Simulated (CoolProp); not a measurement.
Ethylene along the isobar 3.93 MPa: Z from the reference equation and from simpler models built on Tc = 282.4 K, pc = 5.042 MPa, ω = 0.087; each cubic takes its own stable root.

Computed with CoolProp (reference Helmholtz-energy equation of state, Smukala 2000).

| T (K) | phase | reference |
|---|---|---|
| 151.2 | liquid | 0.1471 |
| 159.7 | liquid | 0.1420 |
| 168.1 | liquid | 0.1376 |
| 176.6 | liquid | 0.1337 |
| 185 | liquid | 0.1305 |
| 193.5 | liquid | 0.1277 |
| 201.9 | liquid | 0.1254 |
| 210.3 | liquid | 0.1236 |
| 218.8 | liquid | 0.1222 |
| 227.2 | liquid | 0.1215 |
| 235.7 | liquid | 0.1213 |

Q: How far does each simpler model (van der Waals, Soave-Redlich-Kwong) lie from the reference over these 11 states: mean and median of the absolute difference, and the worst?

A: 
- van der Waals: mean 51.0 %, median 50.9 %, worst +52.1 % at 151.2 K and 3.93 MPa
- Soave-Redlich-Kwong: mean 4.5 %, median 3.9 %, worst +7.3 % at 235.7 K and 3.93 MPa
